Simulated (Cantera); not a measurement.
## Si + Cl₂ + H₂ (chlorosilane synthesis and conversion)

Feed: 1 mol Si, 1.4 mol Cl₂, 1.7 mol H₂.

Equilibrium computed with Cantera from the NASA thermochemical tables; the gas is ideal and each condensed phase is pure. Candidate condensed phases: Si; 19 gas species. The tables' values for SiCl₃ are old estimates. The numbers say what is thermodynamically allowed, not how fast it happens.

Problem. Map the stable condensed phases over T = 523, 623, 723, 823, 923, 1023, 1123, 1223, 1323, 1423, 1523, 1623, 1723 K and P in Pa = 10000, 19000, 36000, 67000, 130000, 240000, 450000, 840000, 1600000, 3000000.

Solution. 
```
T in K \ P in Pa
           10000   19000   36000   67000  130000  240000  450000  840000 1600000 3000000
   1723        A       A       A       B       B       B       B       B       B       B
   1623        A       A       B       B       B       B       B       B       B       B
   1523        B       B       B       B       B       B       B       B       B       B
   1423        B       B       B       B       B       B       B       B       B       B
   1323        B       B       B       B       B       B       B       B       B       B
   1223        B       B       B       B       B       B       B       B       B       B
   1123        B       B       B       B       B       B       B       B       B       B
   1023        B       B       B       B       B       B       B       B       B       B
    923        B       B       B       B       B       B       B       B       B       B
    823        B       B       B       B       B       B       B       B       B       B
    723        B       B       B       B       B       B       B       B       B       B
    623        B       B       B       B       B       B       B       B       B       B
    523        B       B       B       B       B       B       B       B       B       B
```
A: gas only; B: Si.
